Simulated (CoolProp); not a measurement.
The fluid at 333.47 K and 2.99 MPa flows at 4.2 m/s in a round tube of 20 mm bore and 15 µm roughness, fully developed (64/Re and Nu = 3.66 if laminar; Colebrook and Gnielinski if turbulent). The same conditions are run with several fluids, on thermodynamics alone (safety and materials aside).

The numbers come from the reference Helmholtz-energy equation of state of each fluid (CH2F2 (R32): Tillner-Roth 1997; sulfur hexafluoride: Guder 2009; R13: Platzer 1990; C2F6 (R116): Lemmon 2006; CF4 (R14): Platzer 1990) in CoolProp. The equations of Platzer and Polt are older, rougher fits.

```json
[
 {"fluid": "CH2F2 (R32)", "Reynolds number": "423000", "Darcy friction factor": "0.0192", "pressure drop (Pa/m)": "673", "heat-transfer coefficient (W/(m² K))": "1280", "mass flow (kg/h)": "[?]"},
 {"fluid": "sulfur hexafluoride", "Reynolds number": "949000", "Darcy friction factor": "0.0187", "pressure drop (Pa/m)": "1810", "heat-transfer coefficient (W/(m² K))": "2090", "mass flow (kg/h)": "1040"},
 {"fluid": "R13", "Reynolds number": "683000", "Darcy friction factor": "0.0189", "pressure drop (Pa/m)": "1190", "heat-transfer coefficient (W/(m² K))": "1310", "mass flow (kg/h)": "680"},
 {"fluid": "C2F6 (R116)", "Reynolds number": "879000", "Darcy friction factor": "0.0188", "pressure drop (Pa/m)": "1620", "heat-transfer coefficient (W/(m² K))": "2000", "mass flow (kg/h)": "928"},
 {"fluid": "CF4 (R14)", "Reynolds number": "416000", "Darcy friction factor": "0.0192", "pressure drop (Pa/m)": "[?]", "heat-transfer coefficient (W/(m² K))": "[?]", "mass flow (kg/h)": "484"}
]
```

Task: Some entries are withheld; supply them.

Result: 
- CH2F2 (R32), mass flow (kg/h): 378
- CF4 (R14), pressure drop (Pa/m): 862
- CF4 (R14), heat-transfer coefficient (W/(m² K)): 889

Transport values come from each fluid's own correlations; those of CH2F2 (R32), R13, C2F6 (R116), CF4 (R14) are estimates that may be off by 10 % or more.
